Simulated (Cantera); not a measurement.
Feed: 1 mol (CH3)2SiCl2, 0.27 mol C3H8, 2.9 mol H2, 0.063 mol C2H4, at 1152 °C and 750 Torr.

These are equilibrium values from Cantera (NASA tables, ideal gas, pure condensed phases), not measurements of a reactor. Candidate condensed phases: C, C6H6, C7H8, C8H18, Si, SiC; 109 gas species. The feed counts by its element totals alone. The tables' values for SiCl3 are old estimates; treat these amounts as uncertain. Rates play no part.

**Question.** What is the equilibrium state?

**Answer.** 
```json
{
  "x(H2)": "0.768",
  "x(HCl)": "0.222",
  "x(SiCl4)": "0.00448",
  "x(CH4)": "0.00222",
  "x(SiHCl3)": "0.00121",
  "x(SiCl3)": "0.00109",
  "x(SiCl2)": "0.00104",
  "x(SiH2Cl2)": "5.02e-5",
  "x(H)": "5.98e-6",
  "n(C(graphite))": "1.98 mol",
  "n(SiC(s))": "0.937 mol",
  "gas_amount": "8.038 mol",
  "log10 activity of Si(s) (absent)": "-2.27"
}
```
